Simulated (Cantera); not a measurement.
Input: 1 mol SiC, 0.0091 mol O2, 53 mol H2, held at 0.180 bar.

Cantera equilibrium calculation (NASA polynomials, part measured and part estimated; ideal gas, pure solids and liquids). Candidate condensed phases: C, C6H6, C7H8, C8H18, H2O, Si, SiC, SiO2; 123 gas species. Mutual solubility and eutectic melting of coexisting phases are not modelled. The tables hold silica as quartz up to 1696 K and as liquid above; real silica turns to tridymite and cristobalite and melts near 1996 K. Rates play no part. All values below are at 1075 °C.

Base state: H2 1.000, CO 9.14e-5, CH4 5.18e-5, SiO 3.62e-5 (mole fractions); condensed: SiC(s) + SiO2(β-quartz).

Problem. What changes in the equilibrium state with this change: pressure from 0.180 bar to 20.0 Pa?

Solution. 
```json
[
 {"species": "H2", "before": "1.000", "after": "0.999"},
 {"species": "CO", "before": "9.14e-5", "after": "0.000172"},
 {"species": "SiO", "before": "3.62e-5", "after": "0.000172"},
 {"species": "H", "before": "5.45e-6", "after": "0.000164"},
 {"species": "CH4", "before": "5.18e-5", "after": "3.62e-8"},
 {"species": "SiC(s), mol", "before": "0.992", "after": "0.991"},
 {"species": "SiO2(β-quartz), mol", "before": "0.00567", "after": "0"}
]
```

Problem. What changes in the equilibrium state with this change: SiC replaced by Si3N4?

Solution. 
| species | before | after |
|---|---|---|
| H2 | 1.000 | 1.000 |
| N2 | 0 | 0.000114 |
| SiO | 3.62e-5 | 3.38e-8 |
| CO | 9.14e-5 | 0 |
| CH4 | 5.18e-5 | 0 |
| SiC(s), mol | 0.992 | 0 |
| SiO2(β-quartz), mol | 0.00567 | 0 |
| Si2N2O(s), mol | 0 | 0.0182 |
| Si3N4(s), mol | 0 | 0.988 |
Further candidate phases: Si2N2O, Si3N4.
